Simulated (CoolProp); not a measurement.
Vapour-liquid equilibrium of sulfur dioxide (1) + toluene (2) at 57.6 kPa; x and y are mole fractions of (1).

Computed with CoolProp (multi-fluid Helmholtz-energy mixture model, Gao 2016 and Lemmon 2006; pair parameters Bell 2016).

```json
[
 {"x": "0.05", "bubble temperature, mixture model (K)": "334.1", "bubble temperature, Raoult's law (K)": "325.4", "y, mixture model": "0.678", "y, Raoult's law": "0.777"},
 {"x": "0.15", "bubble temperature, mixture model (K)": "301.5", "bubble temperature, Raoult's law (K)": "296.0", "y, mixture model": "0.932", "y, Raoult's law": "0.950"},
 {"x": "0.25", "bubble temperature, mixture model (K)": "284.9", "bubble temperature, Raoult's law (K)": "282.6", "y, mixture model": "0.976", "y, Raoult's law": "0.979"},
 {"x": "0.35", "bubble temperature, mixture model (K)": "274.7", "bubble temperature, Raoult's law (K)": "274.3", "y, mixture model": "0.989", "y, Raoult's law": "0.989"},
 {"x": "0.45", "bubble temperature, mixture model (K)": "267.8", "bubble temperature, Raoult's law (K)": "268.3", "y, mixture model": "0.994", "y, Raoult's law": "0.994"},
 {"x": "0.55", "bubble temperature, mixture model (K)": "263.0", "bubble temperature, Raoult's law (K)": "263.8", "y, mixture model": "0.997", "y, Raoult's law": "0.996"},
 {"x": "0.65", "bubble temperature, mixture model (K)": "259.4", "bubble temperature, Raoult's law (K)": "260.1", "y, mixture model": "0.998", "y, Raoult's law": "0.998"},
 {"x": "0.75", "bubble temperature, mixture model (K)": "256.6", "bubble temperature, Raoult's law (K)": "257.1", "y, mixture model": "0.999", "y, Raoult's law": "0.999"},
 {"x": "0.85", "bubble temperature, mixture model (K)": "254.3", "bubble temperature, Raoult's law (K)": "254.5", "y, mixture model": "0.999", "y, Raoult's law": "0.999"},
 {"x": "0.95", "bubble temperature, mixture model (K)": "252.2", "bubble temperature, Raoult's law (K)": "252.2", "y, mixture model": "1.000", "y, Raoult's law": "1.000"}
]
```

The largest gap from Raoult's law is +8.7 K in bubble temperature, at x = 0.05. No azeotrope shows between x = 0.05 and 0.95.

The pair parameters rest on a limited set of measurements; away from them the model extrapolates. The gap from Raoult's law changes sign with composition, which may be real or a fault of the pair parameters; it wasn't checked against measurements.
